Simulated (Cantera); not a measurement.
Input (Python, Cantera) and output of one run.

```python
import numpy as np
import cantera as ct

gas_names = """
    H HNO HNO2 HNO3 HO2 H2 H2O H2O2 N NH NH2 NH3 NH2OH NO NO2 NO3 N2 N2H2 N2H4 N2O O OH O2 O3 Zr ZrN ZrO
    ZrO2
""".split()
cond_names = """
    H2O(s) H2O(L) Zr(a) Zr(b) Zr(L) ZrN(s) ZrN(L) ZrO2(a) ZrO2(b) ZrO2(L)
""".split()


def load(file, names, dense=False):
    # The tables refer to 1 bar. Condensed volumes are neglected.
    table = {s.name: s for s in ct.Species.list_from_file(file)}
    out = []
    for n in names:
        d = dict(table[n].input_data)
        d["thermo"] = dict(d["thermo"], **{"reference-pressure": 1e5})
        if dense:
            d["equation-of-state"] = {"model": "constant-volume", "density": "1e6 g/cm^3"}
        out.append(ct.Species.from_dict(d))
    return out


gas = ct.Solution(thermo="ideal-gas", species=load("nasa_gas.yaml", gas_names))
cond = {s.name: ct.Solution(thermo="fixed-stoichiometry", species=[s], name=s.name)
        for s in load("nasa_condensed.yaml", cond_names, dense=True)}
atoms = {
    'Zr': {'Zr': 1},
    'NH3': {'N': 1, 'H': 3},
    'H2O': {'H': 2, 'O': 1},
}
top_T = {}  # K; cautious upper limits of use, not melting points


def equilibrate(T, P, feed):
    n = {}
    for name, mol in feed.items():
        for a, k in atoms[name].items():
            n[a] = n.get(a, 0.0) + k * mol
    gas.TPX = T, P, n
    mass = sum(n.values()) * gas.mean_molecular_weight
    gas.equilibrate("TP")
    valid = [c for c in cond.values() if c.min_temp <= T <= top_T.get(c.name, c.max_temp)]
    mix = ct.Mixture([(gas, mass / gas.mean_molecular_weight)] + [(c, 0.0) for c in valid])
    mix.T, mix.P = T, P
    mix.equilibrate("TP", solver="vcs", rtol=1e-11, max_steps=5000)
    return mix


results = []
feed = {'Zr': 1, 'NH3': 0.53, 'H2O': 0.041}  # mol
T = 1825  # K
P = 0.63  # Pa
mix = equilibrate(T, P, feed)
results.append((T, P, feed, dict(zip(mix.species_names, mix.species_moles))))
x = sorted(zip(gas.X, gas.species_names), reverse=True)
print(f"T = {T:g} K  P = {P:g} Pa  gas = {mix.phase_moles(0):.4g} mol")
print("   x: " + "  ".join(f"{s} {v:.3e}" for v, s in x if v > 0.0001))
print("   condensed (mol): " + ("  ".join(f"{mix.phase(i).name} {mix.phase_moles(i):.4g}"
      for i in range(1, mix.n_phases) if mix.phase_moles(i) > 1e-12) or "none"))
```

Result:

```
T = 1825 K  P = 0.63 Pa  gas = 0.9093 mol
   x: H2 8.390e-01  H 1.607e-01  ZrO 2.378e-04
   condensed (mol): Zr(b) 0.4494  ZrN(s) 0.53  ZrO2(b) 0.02039
```

Equilibrium computed with Cantera from the NASA thermochemical tables; the gas is ideal and each condensed phase is pure. Mutual solubility and eutectic melting of coexisting phases are not modelled. ZrN: taken at fixed stoichiometry. Condensed phases not in the tables: solid solutions among these carbides, nitrides and lower oxides, N, O or C dissolved in the metal.
